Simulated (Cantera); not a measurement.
A Cantera script and its output.

```python
import numpy as np
import cantera as ct

surf = ct.Interface("diamond.yaml", "diamond_100")
gas, bulk = surf.adjacent["gas"], surf.adjacent["diamond"]
k = surf.kinetics_species_index(bulk.species_names[0])
cover = ["c6HH", "c6H*", "c6*H", "c6**", "c6HM", "c6B"]

rows, drift = [], 0.0
print(f"{'xH':>10s}{'um/h':>11s}" + "".join(f"{s:>11s}" for s in cover))
for v in [0.0001, 0.00023, 0.00053, 0.0012, 0.0028, 0.0065, 0.015, 0.035, 0.08]:
    T, P, xH, xCH3 = 1325, 29000, v, 1.4e-05
    gas.TPX = T, P, {"H": xH, "CH3": xCH3, "CH4": 0.01, "H2": 1 - xH - xCH3 - 0.01}
    surf.TP = bulk.TP = T, P
    surf.coverages = "c6H*:0.1, c6HH:0.9"
    surf.advance_coverages(100.0)
    before = surf.coverages
    surf.advance_coverages(100.0)
    drift = max(drift, np.max(np.abs(surf.coverages - before) / (surf.coverages + 1e-9)))
    rate = surf.net_production_rates[k] * bulk.mean_molecular_weight / bulk.density * 3.6e9
    rows.append([rate, *surf[cover].coverages])
    print(f"{v:10.4g}{rate:11.4e}" + "".join(f"{x:11.3e}" for x in rows[-1][1:]))
```

Result:

```
        xH       um/h       c6HH       c6H*       c6*H       c6**       c6HM        c6B
    0.0001 4.2008e-02  6.740e-01  2.860e-02  2.933e-01  3.875e-03  4.395e-05  1.140e-10
   0.00023 1.4434e-01  5.513e-01  3.892e-02  3.992e-01  1.033e-02  6.469e-05  3.917e-10
   0.00053 3.5540e-01  4.621e-01  4.592e-02  4.707e-01  2.092e-02  8.466e-05  9.644e-10
    0.0012 6.8274e-01  4.109e-01  4.948e-02  5.068e-01  3.252e-02  9.891e-05  1.853e-09
    0.0028 1.1899e+00  3.836e-01  5.116e-02  5.230e-01  4.201e-02  1.031e-04  3.229e-09
    0.0065 1.9664e+00  3.708e-01  5.201e-02  5.292e-01  4.770e-02  9.364e-05  5.336e-09
     0.015 3.0411e+00  3.651e-01  5.277e-02  5.313e-01  5.070e-02  7.236e-05  8.252e-09
     0.035 4.2253e+00  3.624e-01  5.405e-02  5.310e-01  5.243e-02  4.637e-05  1.147e-08
      0.08 5.1807e+00  3.610e-01  5.665e-02  5.284e-01  5.387e-02  2.574e-05  1.406e-08
```

Detailed kinetics in Cantera: the Harris–Goodwin 1993 mechanism for the reconstructed diamond (100) surface.
